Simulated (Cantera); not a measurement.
A closed system holds: 1 mol TiCl4, 1.6 mol O2, 150 mol H2, held at 0.133 bar.

These are equilibrium values from Cantera (NASA tables, ideal gas, pure condensed phases), not measurements of a reactor. Candidate condensed phases: H2O, Ti, TiCl2, TiCl3, TiCl4, TiO, TiO2, Ti2O3, Ti3O5, Ti4O7; 23 gas species. Condensed phases not in the tables: Magnéli phases beyond Ti4O7, TiOCl. Equilibrium is a limit: real reactors are often held back by kinetics, nucleation or transport.

x: gas mole fraction; n: condensed amount in mol.

```json
[
 {"T (K)": "1148", "x H2": "0.966", "x HCl": "0.0263", "x H2O": "0.00789", "x H": "1.93e-7", "x Cl": "4.63e-9", "n TiO2(rutile)": "1.00", "n Ti4O7(s)": "0", "n Ti3O5(s)": "0"},
 {"T (K)": "1248", "x H2": "0.966", "x HCl": "0.0263", "x H2O": "0.00789", "x H": "1.26e-6", "x Cl": "2.93e-8", "n TiO2(rutile)": "1.00", "n Ti4O7(s)": "0", "n Ti3O5(s)": "0"},
 {"T (K)": "1348", "x H2": "0.966", "x HCl": "0.0263", "x H2O": "0.00789", "x H": "6.23e-6", "x Cl": "1.41e-7", "n TiO2(rutile)": "1.000", "n Ti4O7(s)": "0", "n Ti3O5(s)": "0"},
 {"T (K)": "1448", "x H2": "0.964", "x HCl": "0.0263", "x H2O": "0.00954", "x H": "2.48e-5", "x Cl": "5.51e-7", "n TiO2(rutile)": "0", "n Ti4O7(s)": "0.250", "n Ti3O5(s)": "0"},
 {"T (K)": "1548", "x H2": "0.964", "x HCl": "0.0263", "x H2O": "0.00954", "x H": "___", "x Cl": "___", "n TiO2(rutile)": "0", "n Ti4O7(s)": "0.250", "n Ti3O5(s)": "0"},
 {"T (K)": "1648", "x H2": "0.963", "x HCl": "0.0263", "x H2O": "0.0101", "x H": "0.000239", "x Cl": "5.13e-6", "n TiO2(rutile)": "0", "n Ti4O7(s)": "0", "n Ti3O5(s)": "0.333"},
 {"T (K)": "1748", "x H2": "0.963", "x HCl": "0.0263", "x H2O": "0.0101", "x H": "0.000614", "x Cl": "1.29e-5", "n TiO2(rutile)": "0", "n Ti4O7(s)": "0", "n Ti3O5(s)": "0.333"},
 {"T (K)": "1848", "x H2": "0.962", "x HCl": "0.0263", "x H2O": "0.0101", "x H": "___", "x Cl": "___", "n TiO2(rutile)": "0", "n Ti4O7(s)": "0", "n Ti3O5(s)": "0.333"},
 {"T (K)": "1948", "x H2": "0.961", "x HCl": "0.0262", "x H2O": "0.0101", "x H": "0.00303", "x Cl": "6.21e-5", "n TiO2(rutile)": "0", "n Ti4O7(s)": "0", "n Ti3O5(s)": "0.333"},
 {"T (K)": "2048", "x H2": "0.958", "x HCl": "0.0261", "x H2O": "0.0101", "x H": "0.00600", "x Cl": "0.000121", "n TiO2(rutile)": "0", "n Ti4O7(s)": "0", "n Ti3O5(s)": "0.333"}
]
```

Task: Fill in the missing entries.

Result: 
- 1848, x H: 0.00142
- 1848, x Cl: 2.96e-5
- 1548, x H: 8.28e-5
- 1548, x Cl: 1.80e-6
